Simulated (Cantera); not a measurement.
Source: NASA polynomial tables (part measured, part estimated), evaluated in Cantera. Values are per mole of reaction as written; species without (g) are pure solids or liquids, kept so even where they would boil at 1 bar.

Q: Between 300 and 1025 K, where is each reaction favourable under standard conditions?
- 7 O2(g) + 2 Cu2O + 2 C2H4(g) → 4 CO2(g) + 4 Cu(OH)2

A: 
- 7 O2(g) + 2 Cu2O + 2 C2H4(g) → 4 CO2(g) + 4 Cu(OH)2: ΔG° is -2908 kJ at 300 K and -2409 kJ at 1025 K; it stays negative (K > 1). ΔH° is -3060 kJ and ΔS° -636 J/K at 1025 K.
